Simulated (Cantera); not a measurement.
What does this Cantera script print?

```python
import numpy as np
import cantera as ct

gas_names = """
    F FO FO2 F2 F2O Mg MgF MgF2 MgN MgO Mg2 Mg2F4 N NF NF2 NF3 NO NO2 NO3 N2 N2O O O2 O3
""".split()
cond_names = """
    Mg(cr) Mg(L) MgF2(s) MgF2(L) MgO(s) MgO(L)
""".split()


def load(file, names, dense=False):
    # The tables refer to 1 bar. Condensed volumes are neglected.
    table = {s.name: s for s in ct.Species.list_from_file(file)}
    out = []
    for n in names:
        d = dict(table[n].input_data)
        d["thermo"] = dict(d["thermo"], **{"reference-pressure": 1e5})
        if dense:
            d["equation-of-state"] = {"model": "constant-volume", "density": "1e6 g/cm^3"}
        out.append(ct.Species.from_dict(d))
    return out


gas = ct.Solution(thermo="ideal-gas", species=load("nasa_gas.yaml", gas_names))
cond = {s.name: ct.Solution(thermo="fixed-stoichiometry", species=[s], name=s.name)
        for s in load("nasa_condensed.yaml", cond_names, dense=True)}
atoms = {
    'MgO': {'Mg': 1, 'O': 1},
    'NF3': {'N': 1, 'F': 3},
    'O2': {'O': 2},
}
top_T = {}  # K; cautious upper limits of use, not melting points


def equilibrate(T, P, feed):
    n = {}
    for name, mol in feed.items():
        for a, k in atoms[name].items():
            n[a] = n.get(a, 0.0) + k * mol
    gas.TPX = T, P, n
    mass = sum(n.values()) * gas.mean_molecular_weight
    gas.equilibrate("TP")
    valid = [c for c in cond.values() if c.min_temp <= T <= top_T.get(c.name, c.max_temp)]
    mix = ct.Mixture([(gas, mass / gas.mean_molecular_weight)] + [(c, 0.0) for c in valid])
    mix.T, mix.P = T, P
    mix.equilibrate("TP", solver="vcs", rtol=1e-11, max_steps=5000)
    return mix


results = []
feed = {'MgO': 1, 'NF3': 0.62, 'O2': 0.65}  # mol
P = 1333.22  # Pa
for T in [1023, 1123, 1223, 1323, 1423, 1523, 1623, 1723, 1823, 1923]:
    mix = equilibrate(T, P, feed)
    results.append((T, P, feed, dict(zip(mix.species_names, mix.species_moles))))
    x = sorted(zip(gas.X, gas.species_names), reverse=True)
    print(f"T = {T:g} K  P = {P:g} Pa  gas = {mix.phase_moles(0):.4g} mol")
    print("   x: " + "  ".join(f"{s} {v:.3e}" for v, s in x if v > 0.001))
    print("   condensed (mol): " + ("  ".join(f"{mix.phase(i).name} {mix.phase_moles(i):.4g}"
          for i in range(1, mix.n_phases) if mix.phase_moles(i) > 1e-12) or "none"))
```

Output:

```
T = 1023 K  P = 1333.22 Pa  gas = 1.425 mol
   x: O2 7.824e-01  N2 2.175e-01
   condensed (mol): MgF2(s) 0.93  MgO(s) 0.07
T = 1123 K  P = 1333.22 Pa  gas = 1.425 mol
   x: O2 7.824e-01  N2 2.175e-01
   condensed (mol): MgF2(s) 0.93  MgO(s) 0.07
T = 1223 K  P = 1333.22 Pa  gas = 1.425 mol
   x: O2 7.823e-01  N2 2.174e-01
   condensed (mol): MgF2(s) 0.93  MgO(s) 0.07
T = 1323 K  P = 1333.22 Pa  gas = 1.425 mol
   x: O2 7.822e-01  N2 2.173e-01
   condensed (mol): MgF2(s) 0.9299  MgO(s) 0.07
T = 1423 K  P = 1333.22 Pa  gas = 1.426 mol
   x: O2 7.814e-01  N2 2.169e-01
   condensed (mol): MgF2(s) 0.9288  MgO(s) 0.07
T = 1523 K  P = 1333.22 Pa  gas = 1.434 mol
   x: O2 7.767e-01  N2 2.154e-01  MgF2 6.487e-03  NO 1.375e-03
   condensed (mol): MgF2(s) 0.9207  MgO(s) 0.07
T = 1623 K  P = 1333.22 Pa  gas = 1.47 mol
   x: O2 7.574e-01  N2 2.099e-01  MgF2 3.044e-02  NO 2.091e-03
   condensed (mol): MgF2(L) 0.8852  MgO(s) 0.07001
T = 1723 K  P = 1333.22 Pa  gas = 1.608 mol
   x: O2 6.918e-01  N2 1.914e-01  MgF2 1.135e-01  NO 2.829e-03
   condensed (mol): MgF2(L) 0.7473  MgO(s) 0.07004
T = 1823 K  P = 1333.22 Pa  gas = 2.233 mol
   x: O2 4.974e-01  MgF2 3.609e-01  N2 1.374e-01  NO 2.885e-03
   condensed (mol): MgF2(L) 0.1227  MgO(s) 0.07015
T = 1923 K  P = 1333.22 Pa  gas = 2.358 mol
   x: O2 4.699e-01  MgF2 3.940e-01  N2 1.296e-01  NO 3.728e-03  O 2.149e-03
   condensed (mol): MgO(s) 0.07018
```

These are equilibrium values from Cantera (NASA tables, ideal gas, pure condensed phases), not measurements of a reactor. Mutual solubility and eutectic melting of coexisting phases are not modelled.
